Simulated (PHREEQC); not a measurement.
Consider water at 65 °C with 0.0015 mol NaOH, 4e-06 mol H4SiO4 and 0.08 mol K3PO4 per kg of water. Closed to the air; pH follows from the charge balance.

Model: ion-association model, phreeqc.dat, run in PHREEQC.

Each row changes one thing in this solution. No solid was allowed to form.

```tsv
case	pH	ionic strength (mol/kgw)	H3SiO4- (mol/kgw)	H2SiO4-2 (mol/kgw)	H4SiO4 (mol/kgw)	SI of Quartz (SiO2)
as made	11.22	0.412	3.15e-6	8.22e-7	2.51e-8	-4.09
temperature from 65 to 55 °C	?	0.421	3.17e-6	8.09e-7	2.09e-8	-4.05
0.0095 mol/kgw NaNO3 added	11.22	?	3.15e-6	8.21e-7	2.52e-8	-4.09
diluted 2-fold with water	?	0.192	1.69e-6	2.89e-7	1.97e-8	-4.22
K3PO4 replaced by KF at the same molality	9.96	0.0815	3.34e-6	3.24e-8	6.31e-7	-2.73
temperature from 65 to 85 °C	10.90	0.397	3.16e-6	8.02e-7	3.63e-8	-4.15
```

Question: Some entries are withheld; supply them.

Answer: 
- temperature from 65 to 55 °C, pH: 11.40
- 0.0095 mol/kgw NaNO3 added, ionic strength (mol/kgw): 0.422
- diluted 2-fold with water, pH: 11.12

Species that the database lacks are ignored. Away from 25 °C the constants follow the database's enthalpies or fits; those with neither stay at their 25 °C values.
